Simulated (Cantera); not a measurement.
Mixture: CH₄ : C₂H₆ : C₃H₈ : O₂ : N₂ : H₂O = 1 : 0.15 : 0.3 : 6.01 : 28.8 : 2.9 (molar parts), equivalence ratio 0.67, at 24.7 atm, adiabatic and at constant pressure. Ignition delay is the time to a rise of 400 K.

Model: GRI-Mech 3.0 (53 species, 325 reactions), integrated in Cantera. GRI-Mech 3.0 was tuned for natural gas; its chemistry of propane as a main component is partial and can be far from experiment. The pressure lies above the range GRI-Mech 3.0 was tuned for (to about 10 atm).

Problem. What does this change do: pressure from 24.7 atm to 9.87 atm?

Solution. 
```
quantity                                                before       after
--------------------------------------------------  ----------  ----------
delay at 1273 K                                       0.208 ms    0.379 ms
delay at 1373 K                                        65.2 µs    0.115 ms
delay at 1473 K                                        23.5 µs     40.8 µs
delay at 1573 K                                        9.79 µs     16.9 µs
delay at 1673 K                                        4.66 µs     8.15 µs
apparent activation energy between 1623 and 1723 K  160 kJ/mol  150 kJ/mol
```

Problem. What does this change do: C3H8 0.3 to 0.12 parts?

Solution. 
| quantity | before | after |
|---|---|---|
| delay at 1273 K | 0.208 ms | 0.236 ms |
| delay at 1373 K | 65.2 µs | 74.9 µs |
| delay at 1473 K | 23.5 µs | 27.9 µs |
| delay at 1573 K | 9.79 µs | 12.0 µs |
| delay at 1673 K | 4.66 µs | 5.80 µs |
| apparent activation energy between 1623 and 1723 K | 160 kJ/mol | 160 kJ/mol |
